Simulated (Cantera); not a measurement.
A Cantera script and its output.

```python
import numpy as np
import cantera as ct

gas = ct.Solution("h2o2.yaml")
gas.TPX = 1700, 190000, {'H2': 1, 'O2': 0.64, 'N2': 5.7}
reactor = ct.IdealGasConstPressureReactor(gas, energy="on", clone=False)
net = ct.ReactorNet([reactor])
net.rtol, net.atol = 1e-08, 1e-16
show = ['H2', 'O2', 'HO2', 'H2O', 'O', 'H2O2', 'OH']
times = np.geomspace(4e-06, 4, 15)

steps = ct.SolutionArray(gas, extra=["t"])
rows = []
print(f"{'t/s':>10s}{'T/K':>9s}{'P/Pa':>11s}" + "".join(f"{s:>11s}" for s in show))
for t in times:
    while net.time < t:
        t_next = net.step()
        steps.append(gas.state, t=t_next)
    rows.append([np.interp(t, steps.t, y) for y in (steps.T, steps.P, *steps(*show).X.T)])
    print(f"{t:10.3e}{rows[-1][0]:9.1f}{rows[-1][1]:11.4g}" + "".join(f"{x:11.3e}" for x in rows[-1][2:]))
rate = np.gradient(steps.T, steps.t)
print("integrator steps:", len(steps.t))
if steps.T.max() > steps.T[0] + 200:
    print(f"time of steepest temperature rise: {steps.t[rate.argmax()]:.4e} s")
gas.TPX = 1700, 190000, {'H2': 1, 'O2': 0.64, 'N2': 5.7}
gas.equilibrate("HP")
print(f"equilibrium (HP): T = {gas.T:.1f} K  " + "  ".join(f"{s} {gas[s].X[0]:.3e}" for s in show))
```

It prints:

```
       t/s      T/K       P/Pa         H2         O2        HO2        H2O          O       H2O2         OH
 4.000e-06   1700.3    1.9e+05  1.353e-01  8.678e-02  1.302e-05  6.192e-04  9.276e-05  1.853e-07  1.002e-04
 1.073e-05   1872.5    1.9e+05  2.359e-02  2.980e-02  1.571e-05  8.550e-02  1.849e-02  7.858e-07  1.271e-02
 2.879e-05   2151.5    1.9e+05  2.026e-02  2.581e-02  9.141e-06  1.015e-01  1.206e-02  3.190e-07  1.496e-02
 7.723e-05   2378.9    1.9e+05  1.356e-02  2.251e-02  5.135e-06  1.183e-01  6.155e-03  1.928e-07  1.389e-02
 2.072e-04   2515.9    1.9e+05  7.107e-03  2.050e-02  3.844e-06  1.310e-01  2.691e-03  1.850e-07  1.063e-02
 5.558e-04   2548.7    1.9e+05  5.244e-03  2.008e-02  3.791e-06  1.344e-01  1.914e-03  2.048e-07  9.287e-03
 1.491e-03   2549.3    1.9e+05  5.210e-03  2.007e-02  3.792e-06  1.345e-01  1.901e-03  2.054e-07  9.260e-03
 4.000e-03   2549.3    1.9e+05  5.210e-03  2.007e-02  3.792e-06  1.345e-01  1.901e-03  2.054e-07  9.260e-03
 1.073e-02   2549.3    1.9e+05  5.210e-03  2.007e-02  3.792e-06  1.345e-01  1.901e-03  2.054e-07  9.260e-03
 2.879e-02   2549.3    1.9e+05  5.210e-03  2.007e-02  3.792e-06  1.345e-01  1.901e-03  2.054e-07  9.260e-03
 7.723e-02   2549.3    1.9e+05  5.210e-03  2.007e-02  3.792e-06  1.345e-01  1.901e-03  2.054e-07  9.260e-03
 2.072e-01   2549.3    1.9e+05  5.210e-03  2.007e-02  3.792e-06  1.345e-01  1.901e-03  2.054e-07  9.260e-03
 5.558e-01   2549.3    1.9e+05  5.210e-03  2.007e-02  3.792e-06  1.345e-01  1.901e-03  2.054e-07  9.260e-03
 1.491e+00   2549.3    1.9e+05  5.210e-03  2.007e-02  3.792e-06  1.345e-01  1.901e-03  2.054e-07  9.260e-03
 4.000e+00   2549.3    1.9e+05  5.210e-03  2.007e-02  3.792e-06  1.345e-01  1.901e-03  2.054e-07  9.260e-03
integrator steps: 1095
time of steepest temperature rise: 7.3652e-06 s
equilibrium (HP): T = 2549.3 K  H2 5.210e-03  O2 2.007e-02  HO2 3.792e-06  H2O 1.345e-01  O 1.901e-03  H2O2 2.054e-07  OH 9.260e-03
```

Model: the H2/O2 subset of GRI-Mech 3.0, which has no nitrogen chemistry, integrated in Cantera.
